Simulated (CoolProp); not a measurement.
Aqueous potassium carbonate as a coolant, 39 % by mass, freezing at -35.1 °C, 1 atm.

Model: Melinder's fits for secondary coolants, in CoolProp.

```json
[
 {"T (°C)": "-1.4", "density (kg/m³)": "1413", "cp (kJ/(kg K))": "2.696", "viscosity (mPa s)": "7.70", "Prandtl number": "39.7"},
 {"T (°C)": "2", "density (kg/m³)": "1412", "cp (kJ/(kg K))": "2.702", "viscosity (mPa s)": "6.85", "Prandtl number": "35.0"},
 {"T (°C)": "5.4", "density (kg/m³)": "1410", "cp (kJ/(kg K))": "2.708", "viscosity (mPa s)": "6.14", "Prandtl number": "31.1"},
 {"T (°C)": "8.7", "density (kg/m³)": "1409", "cp (kJ/(kg K))": "…", "viscosity (mPa s)": "5.56", "Prandtl number": "28.0"},
 {"T (°C)": "12.1", "density (kg/m³)": "1407", "cp (kJ/(kg K))": "2.720", "viscosity (mPa s)": "5.04", "Prandtl number": "25.2"},
 {"T (°C)": "15.5", "density (kg/m³)": "1405", "cp (kJ/(kg K))": "2.726", "viscosity (mPa s)": "…", "Prandtl number": "…"},
 {"T (°C)": "18.9", "density (kg/m³)": "1403", "cp (kJ/(kg K))": "2.732", "viscosity (mPa s)": "4.21", "Prandtl number": "20.7"},
 {"T (°C)": "22.3", "density (kg/m³)": "1401", "cp (kJ/(kg K))": "2.738", "viscosity (mPa s)": "3.88", "Prandtl number": "18.9"},
 {"T (°C)": "25.7", "density (kg/m³)": "1400", "cp (kJ/(kg K))": "2.744", "viscosity (mPa s)": "3.58", "Prandtl number": "17.4"},
 {"T (°C)": "29.1", "density (kg/m³)": "1398", "cp (kJ/(kg K))": "2.750", "viscosity (mPa s)": "…", "Prandtl number": "16.0"},
 {"T (°C)": "32.5", "density (kg/m³)": "1396", "cp (kJ/(kg K))": "2.756", "viscosity (mPa s)": "…", "Prandtl number": "14.7"},
 {"T (°C)": "35.9", "density (kg/m³)": "1394", "cp (kJ/(kg K))": "2.762", "viscosity (mPa s)": "2.88", "Prandtl number": "13.6"}
]
```

What belongs in the gaps?


- 8.7, cp (kJ/(kg K)): 2.714
- 15.5, viscosity (mPa s): 4.60
- 15.5, Prandtl number: 22.8
- 29.1, viscosity (mPa s): 3.32
- 32.5, viscosity (mPa s): 3.09
